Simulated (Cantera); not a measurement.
# Silicon carbide growth: CH3SiH3 + HCl + H2

Feed: 1 mol CH3SiH3, a varied amount of HCl, 3.6 mol H2, equilibrated at 1398.15 K and 0.340 bar.

Method: chemical equilibrium by Gibbs-energy minimisation in Cantera with the NASA 1993 tables (ideal gas, pure condensed phases). Candidate condensed phases: C, C6H6, C7H8, C8H18, Si, SiC; 109 gas species. The feed counts by its element totals alone. The tables' values for SiCl3 are old estimates; treat these amounts as uncertain. Equilibrium is a limit: real reactors are often held back by kinetics, nucleation or transport.

| n(HCl) (mol) | log p H2 | log p HCl | log p SiCl4 | log p CH4 | log p SiCl2 | n SiC(s) | n C(graphite) |
|---|---|---|---|---|---|---|---|
| 0.42 | -0.50 | -1.70 | -5.00 | -3.96 | -4.14 | 0.998 | 0 |
| 0.53 | -0.50 | -1.60 | -4.74 | -3.85 | -4.07 | 0.997 | 0 |
| 0.67 | -0.51 | -1.51 | -4.48 | -3.74 | -4.01 | 0.996 | 0 |
| 0.84 | -0.52 | -1.42 | -4.25 | -3.62 | -3.96 | 0.995 | 0 |
| 1.1 | -0.54 | -1.32 | -3.98 | -3.48 | -3.91 | 0.993 | 0 |
| 1.3 | -0.55 | -1.26 | -3.78 | -3.45 | -3.83 | 0.989 | 0.00233 |
| 1.7 | -0.57 | -1.17 | -3.38 | -3.49 | -3.64 | 0.978 | 0.0144 |
| 2.1 | -0.58 | -1.11 | -3.10 | -3.53 | -3.49 | 0.960 | 0.0321 |
log p: log10 of the partial pressure in bar; n: condensed amount in mol.

From 0.42 mol HCl to 1.1 mol HCl the condensed part is SiC(s). From 1.3 mol HCl to 2.1 mol HCl the condensed part is C(graphite) + SiC(s). The main Si-bearing gas is SiCl2 at 0.42 mol HCl and SiCl4 at 2.1 mol HCl. The share of Si in condensed phases is highest at 0.42 mol HCl (99.8 %) and lowest at 2.1 mol HCl (96.0 %).
